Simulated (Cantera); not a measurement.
## Equilibrium for carbon deposition, reforming and gasification: C3H8 + CO2 + H2 + O2

Input: 1 mol C3H8, 0.054 mol CO2, 3.6 mol H2, 1.5 mol O2, held at 1700 K and 1 atm.

Method: chemical equilibrium by Gibbs-energy minimisation in Cantera with the NASA 1993 tables (ideal gas, pure condensed phases). Candidate condensed phases: C, C6H6, C7H8, C8H18, H2O; 110 gas species. Kinetics and transport are ignored.

```yaml
x(H2): 0.709
x(CO): 0.286
x(H2O): 0.00454
x(CO2): 0.000537
x(H): 0.000123
x(CH4): 1.22e-5
gas_amount: 10.65 mol
log10 activity of C(graphite) (absent): -1.66
```
